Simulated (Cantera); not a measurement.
What does this Cantera script print?

```python
import numpy as np
import cantera as ct

gas = ct.Solution("gri30.yaml")
gas.TP = 300, 73000
flame = ct.CounterflowDiffusionFlame(gas, width=0.02)
flame.fuel_inlet.X, flame.fuel_inlet.T = {'C3H8': 1}, 575
flame.oxidizer_inlet.X, flame.oxidizer_inlet.T = {'O2': 0.22, 'N2': 0.78}, 325
flame.set_refine_criteria(ratio=3, slope=0.12, curve=0.24, prune=0.03)
show = ['OH', 'H', 'NO', 'CO', 'C2H2']

rows = []
print(f"{'mdot':>8s}{'a_max':>10s}{'a_mean':>10s}{'Tmax/K':>9s}" + "".join(f"{s:>11s}" for s in show) + "   (peak mole fractions)")
for i, mdot in enumerate([0.18, 0.22, 0.27, 0.34, 0.41, 0.51, 0.62, 0.76, 0.94, 1.1]):  # kg/m2/s on the oxidiser side
    flame.oxidizer_inlet.mdot, flame.fuel_inlet.mdot = mdot, 0.75 * mdot
    flame.solve(loglevel=0, auto=(i == 0))
    if flame.T.max() < max(575, 325) + 100:
        print(f"{mdot:8.3g}  no burning solution found from the previous one")
        break
    dT = np.abs(np.gradient(flame.T, flame.grid))
    rows.append([flame.strain_rate("max"), flame.strain_rate("mean"), flame.T.max(),
                 *(flame.X[gas.species_index(s)].max() for s in show), max(dT[0], dT[-1]) / dT.max()])
    print(f"{mdot:8.3g}{rows[-1][0]:10.1f}{rows[-1][1]:10.1f}{rows[-1][2]:9.1f}" + "".join(f"{x:11.3e}" for x in rows[-1][3:-1]))
```

Output:

```
    mdot     a_max    a_mean   Tmax/K         OH          H         NO         CO       C2H2   (peak mole fractions)
    0.18     156.3      21.6   2055.6  7.708e-03  4.856e-03  2.646e-04  7.056e-02  4.358e-02
    0.22     186.0      26.3   2046.9  7.720e-03  5.047e-03  2.562e-04  7.048e-02  4.264e-02
    0.27     222.0      32.3   2035.2  7.678e-03  5.228e-03  2.453e-04  7.025e-02  4.153e-02
    0.34     271.3      40.7   2021.7  7.608e-03  5.426e-03  2.321e-04  7.004e-02  4.023e-02
    0.41     319.6      49.1   2010.5  7.539e-03  5.583e-03  2.208e-04  6.991e-02  3.913e-02
    0.51     387.5      61.1   1998.4  7.462e-03  5.768e-03  2.070e-04  6.985e-02  3.790e-02
    0.62     460.7      74.2   1987.3  7.381e-03  5.928e-03  1.939e-04  6.986e-02  3.677e-02
    0.76     552.0      91.0   1975.1  7.270e-03  6.081e-03  1.793e-04  6.998e-02  3.552e-02
    0.94     666.8     112.6   1960.5  7.109e-03  6.211e-03  1.625e-04  7.019e-02  3.403e-02
     1.1     766.6     131.7   1948.7  6.965e-03  6.288e-03  1.493e-04  7.042e-02  3.283e-02
```

Model: GRI-Mech 3.0 (53 species, 325 reactions), integrated in Cantera. GRI-Mech 3.0 was tuned for natural gas; its chemistry of propane as a main component is partial and can be far from experiment. GRI-Mech 3.0 has no aromatics or soot, which form on the fuel side of real flames. The maximum strain rate includes the flame's own expansion and is several times the mean.
